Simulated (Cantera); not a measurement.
**Pyrogenic steam for wet oxidation**

An isothermal, constant-pressure homogeneous reactor starts with 11.5 % H2, 11.5 % O2, 77.0 % N2, equivalence ratio 0.50, at 898 K and 150 Torr.

Computed with Cantera and the H2/O2 subset of GRI-Mech 3.0, which has no nitrogen chemistry. Below about 950 K walls govern HO2 and H2O2 in real vessels. The temperature is held fixed by assumption; the heat of reaction is taken as removed at once.

| t (s) | x H2 | x O2 | x H2O2 | x HO2 | x H2O | x OH | x H |
|---|---|---|---|---|---|---|---|
| 9.00e-5 | 0.115 | 0.115 | <1e-12 | 9.36e-12 | 2.94e-12 | <1e-12 | 8.05e-12 |
| 0.000184 | 0.115 | 0.115 | <1e-12 | 2.37e-11 | 1.65e-11 | <1e-12 | 2.12e-11 |
| 0.000376 | 0.115 | 0.115 | <1e-12 | 8.29e-11 | 1.13e-10 | 3.20e-12 | 8.21e-11 |
| 0.000769 | 0.115 | 0.115 | <1e-12 | 7.12e-10 | 1.49e-9 | 3.10e-11 | 7.86e-10 |
| 0.00157 | 0.115 | 0.115 | 4.59e-11 | 5.56e-8 | 1.29e-7 | 2.51e-9 | 6.34e-8 |
| 0.00321 | 0.112 | 0.114 | 3.12e-7 | 2.01e-5 | 0.00270 | 6.17e-5 | 0.00102 |
| 0.00656 | 0.00920 | 0.0652 | 1.08e-6 | 2.00e-5 | 0.112 | 9.33e-5 | 0.000209 |
| 0.0134 | 0.00479 | 0.0632 | 1.99e-6 | 1.65e-5 | 0.117 | 1.88e-5 | 2.08e-5 |
| 0.0274 | 0.00337 | 0.0625 | 4.43e-6 | 1.43e-5 | 0.118 | 5.40e-6 | 4.19e-6 |
| 0.0561 | 0.00278 | 0.0623 | 9.66e-6 | 1.22e-5 | 0.119 | 1.27e-6 | 8.28e-7 |
| 0.115 | 0.00250 | 0.0621 | 1.72e-5 | 1.03e-5 | 0.119 | 5.41e-7 | 3.26e-7 |
| 0.234 | 0.00215 | 0.0620 | 2.36e-5 | 9.54e-6 | 0.120 | 4.58e-7 | 2.39e-7 |
| 0.479 | 0.00166 | 0.0617 | 2.50e-5 | 8.33e-6 | 0.120 | 3.89e-7 | 1.59e-7 |
| 0.978 | 0.00107 | 0.0615 | 1.95e-5 | 6.53e-6 | 0.121 | 3.17e-7 | 8.55e-8 |
| 2.00 | 0.000530 | 0.0612 | 1.03e-5 | 4.28e-6 | 0.121 | 2.43e-7 | 3.35e-8 |
x: mole fraction; the columns are a selection and need not sum to one.

Equilibrium at this temperature and pressure: H2 3.30e-12, O2 0.0610, H2O2 8.88e-12, HO2 4.42e-11, H2O 0.122, OH 1.52e-8, H <1e-12 (gas phase only).
